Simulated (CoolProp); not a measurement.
Carbon dioxide at 293.15 K and 9.56 MPa flows at 0.13 m/s in a round tube of 50 mm bore and 45 µm roughness, fully developed (64/Re and Nu = 3.66 if laminar; Colebrook and Gnielinski if turbulent). Each further row changes one setting.

Model: reference Helmholtz-energy equation of state, Span 1996, in CoolProp.

| case | Reynolds number | Darcy friction factor | pressure drop (Pa/m) | heat-transfer coefficient (W/(m² K)) | mass flow (kg/h) |
|---|---|---|---|---|---|
| as stated | 68000 | 0.0228 | 3.28 | 556 | 782 |
| velocity 0.26 m/s | 136000 | 0.0212 | 12.2 | 1060 | 1560 |
| diameter 100 mm | 136000 | 0.0193 | 1.39 | 488 | 3130 |

Viscosity comes from a separate model (Laesecke 2017). Thermal conductivity comes from a separate model (Huber 2016).
